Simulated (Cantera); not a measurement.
**Equilibrium for silicon oxide and oxynitride deposition: SiCl4 + O3**

Feed: 1 mol SiCl4, 0.06 mol O3, held at 16.0 mbar.

Method: chemical equilibrium by Gibbs-energy minimisation in Cantera with the NASA 1993 tables (ideal gas, pure condensed phases). Candidate condensed phases: Si, SiO2; 15 gas species. The tables' values for SiCl3 are old estimates; treat these amounts as uncertain. The tables hold silica as quartz up to 1696 K and as liquid above; real silica turns to tridymite and cristobalite and melts near 1996 K. Equilibrium is a limit: real reactors are often held back by kinetics, nucleation or transport.

```tsv
T (°C)	x SiCl4	x Cl	x Cl2	x SiCl3	x SiCl2	x SiO	n SiO2(α-quartz)	n SiO2(β-quartz)
477	0.835	8.71e-6	0.165	<1e-12	<1e-12	<1e-12	0.0900	0
577	0.835	8.97e-5	0.165	3.55e-11	<1e-12	<1e-12	0	0.0900
677	0.835	0.000568	0.165	1.97e-9	<1e-12	<1e-12	0	0.0900
777	0.834	0.00253	0.164	5.07e-8	<1e-12	<1e-12	0	0.0900
877	0.831	0.00867	0.160	7.41e-7	7.23e-12	<1e-12	0	0.0900
977	0.825	0.0240	0.151	7.12e-6	4.40e-10	<1e-12	0	0.0900
1077	0.812	0.0550	0.133	5.02e-5	1.55e-8	3.27e-11	0	0.0900
1177	0.791	0.105	0.104	0.000285	3.75e-7	2.55e-9	0	0.0900
1277	0.763	0.167	0.0683	0.00141	7.26e-6	1.37e-7	0	0.0900
```
x: gas mole fraction; n: condensed amount in mol.

At 477 °C the condensed part is SiO2(α-quartz). From 577 °C to 1277 °C the condensed part is SiO2(β-quartz). The main Si-bearing gas is SiCl4 throughout.
